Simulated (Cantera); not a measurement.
Mixture: CO : H₂ : CH₄ : O₂ : N₂ = 1 : 1.4 : 0.51 : 2.58 : 9.71 (molar parts), at 10.0 bar, adiabatic and at constant volume. Ignition delay is the time to a rise of 400 K.

Model: GRI-Mech 3.0 (53 species, 325 reactions), integrated in Cantera. Below about 1000 K GRI-Mech 3.0 lacks low-temperature oxidation paths. Below about 950 K walls govern HO2 and H2O2 in real vessels.

**Question.** What does this change do: 0.082 parts C2H6 added?

**Answer.** 
```csv
quantity,before,after
delay at 875 K,0.188 s,0.202 s
delay at 1025 K,3.53 ms,4.36 ms
delay at 1175 K,0.125 ms,0.203 ms
delay at 1325 K,17.9 µs,26.1 µs
delay at 1475 K,6.13 µs,7.91 µs
apparent activation energy between 1400 and 1550 K,100 kJ/mol,120 kJ/mol
```
